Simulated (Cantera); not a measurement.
An isothermal plug-flow reactor at 1025 K and 1.00 atm (inlet), inlet velocity 0.16 m/s, active area per volume 490 1/m; feed CH4 : O2 : N2 = 0.0042 : 0.038 : 0.79 (molar parts), equivalence ratio 0.22.

Cantera simulation using Deutschmann's 1995 Pt surface mechanism with GRI-Mech 3.0 gas chemistry; the numbers are that mechanism's predictions, not measurements. Catalytic surfaces can have several steady states; this one follows from the mechanism file's or the stated starting coverage. Mass transfer to the wall is taken as infinitely fast.

Task: What does this change do: pressure from 1.00 atm to 0.553 atm?

Result: 
```tsv
quantity	before	after
x(CH4) at z = 0.01 m	4.18e-5	8.99e-6
x(O2) at z = 0.01 m	0.0357	0.0356
x(H2O) at z = 0.01 m	0.00997	0.0100
x(CO2) at z = 0.01 m	0.00497	0.00502
x(CO) at z = 0.01 m	3.45e-8	8.49e-9
θ(free Pt) at the exit	0.281	0.317
θ(O*) at the exit	0.717	0.681
θ(OH*) at the exit	0.00187	0.00144
```

Task: What does this change do: pressure from 1.00 atm to 0.405 atm?

Result: 
```
quantity                 before    after
----------------------  -------  -------
x(CH4) at z = 0.01 m    4.18e-5  3.55e-6
x(O2) at z = 0.01 m      0.0357   0.0356
x(H2O) at z = 0.01 m    0.00997   0.0101
x(CO2) at z = 0.01 m    0.00497  0.00503
x(CO) at z = 0.01 m     3.45e-8  3.78e-9
θ(free Pt) at the exit    0.281    0.337
θ(O*) at the exit         0.717    0.662
θ(OH*) at the exit      0.00187  0.00125
```
